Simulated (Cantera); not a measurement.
A perfectly stirred reactor is fed with CH4 : CO2 : H2 = 1 : 0.47 : 0.18 (molar parts), at 9.87 atm; it is held at 1873 K, and followed from long to short residence time.

Cantera simulation using GRI-Mech 3.0 (53 species, 325 reactions); the numbers are that mechanism's predictions, not measurements. GRI-Mech 3.0 stops at C3 and has no aromatics, soot or wall deposition, so with more carbon than oxygen in the feed, carbon stays in small species such as C2H2 where larger ones or solid carbon would form.

Q: What does this change do: pressure from 9.87 atm to 1.00 atm?

A: 
```tsv
quantity	before	after
x(CH4) at τ = 0.380 s	0.0411	0.0178
x(CO2) at τ = 0.380 s	0.00223	0.00454
x(H2) at τ = 0.380 s	0.562	0.570
x(CH2O) at τ = 0.380 s	7.94e-7	2.35e-7
x(C2H6) at τ = 0.380 s	3.13e-5	3.94e-6
x(CH4) at τ = 7.80 ms	0.0841	0.104
x(CO2) at τ = 7.80 ms	0.0284	0.0581
x(H2) at τ = 7.80 ms	0.438	0.424
x(CH2O) at τ = 7.80 ms	2.67e-6	6.58e-6
x(C2H6) at τ = 7.80 ms	0.000113	0.000133
```
